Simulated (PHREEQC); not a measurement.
A PHREEQC input (ion-association model, phreeqc.dat):

```
SOLUTION 1
  temp 20
  units mg/L
  pH 5.84
  pe 12.7
  Na 0.545
  K 0.00775
  Ca 0.136
  Mg 0.00988
  Cl 0.152
  S(6) 0.759 as SO4
  Alkalinity 0.726 as HCO3
  Br 0.000912
  Li 4.08e-05
  Zn 0.00103
END
USE solution 1
EQUILIBRIUM_PHASES 1
  Quart 0 0.5
  CO2(g) -2 10
END
```

It stops with these messages:

```
ERROR: Phase not found in database, Quart.
ERROR: Calculations terminating due to input errors.
```

The fault: the phase Quartz misspelt. The line should read `Quartz` where the input has `Quart`. With the mend the run ends at pH 5.09 and ionic strength 5.17e-5 mol/kgw.
